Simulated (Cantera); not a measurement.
Feed: 1 mol H₂S, 0.31 mol O₂.

Points: T (K) = 925, 975, 1025, 1075, 1125, 1175, 1225, 1275, 1325; P (Pa) = 10, 65, 420, 2700, 17000, 110000, 720000, 4.7e+06, 3e+07.

Cantera's Mixture.equilibrate('TP', solver="vcs", rtol=1e-11, max_steps=5000) on the NASA tables stopped like this:

```
ERROR: FAILURE its = 5001!

*******************************************************************************
CanteraError thrown by MultiPhase::equilibrate:
VCS solver failed. Return code: -1
*******************************************************************************
```

What got this run through?

This is not unique; one that fits is The failure is numerical, not chemical. The same input converged with solver="gibbs", rtol=1e-10, max_steps=50000, and the result passed a check of the equilibrium conditions:
```
    925         10  gas only
    975         10  gas only
   1025         10  gas only
   1075         10  gas only
   1125         10  gas only
   1175         10  gas only
   1225         10  gas only
   1275         10  gas only
   1325         10  gas only
    925         65  gas only
    975         65  gas only
   1025         65  gas only
   1075         65  gas only
   1125         65  gas only
   1175         65  gas only
   1225         65  gas only
   1275         65  gas only
   1325         65  gas only
    925        420  gas only
    975        420  gas only
   1025        420  gas only
   1075        420  gas only
   1125        420  gas only
   1175        420  gas only
   1225        420  gas only
   1275        420  gas only
   1325        420  gas only
    925       2700  gas only
    975       2700  gas only
   1025       2700  gas only
   1075       2700  gas only
   1125       2700  gas only
   1175       2700  gas only
   1225       2700  gas only
   1275       2700  gas only
   1325       2700  gas only
    925    1.7e+04  gas only
    975    1.7e+04  gas only
   1025    1.7e+04  gas only
   1075    1.7e+04  gas only
   1125    1.7e+04  gas only
   1175    1.7e+04  gas only
   1225    1.7e+04  gas only
   1275    1.7e+04  gas only
   1325    1.7e+04  gas only
    925    1.1e+05  gas only
    975    1.1e+05  gas only
   1025    1.1e+05  gas only
   1075    1.1e+05  gas only
   1125    1.1e+05  gas only
   1175    1.1e+05  gas only
   1225    1.1e+05  gas only
   1275    1.1e+05  gas only
   1325    1.1e+05  gas only
    925    7.2e+05  gas only
    975    7.2e+05  gas only
   1025    7.2e+05  gas only
   1075    7.2e+05  gas only
   1125    7.2e+05  gas only
   1175    7.2e+05  gas only
   1225    7.2e+05  gas only
   1275    7.2e+05  gas only
   1325    7.2e+05  gas only
    925    4.7e+06  S(L)
    975    4.7e+06  S(L)
   1025    4.7e+06  gas only
   1075    4.7e+06  gas only
   1125    4.7e+06  gas only
   1175    4.7e+06  gas only
   1225    4.7e+06  gas only
   1275    4.7e+06  gas only
   1325    4.7e+06  gas only
    925      3e+07  S(L)
    975      3e+07  S(L)
   1025      3e+07  S(L)
   1075      3e+07  S(L)
   1125      3e+07  S(L)
   1175      3e+07  S(L)
   1225      3e+07  gas only
   1275      3e+07  gas only
   1325      3e+07  gas only
```

The gas is ideal and each condensed phase is pure. The ideal-gas law is rough above about 30 bar.
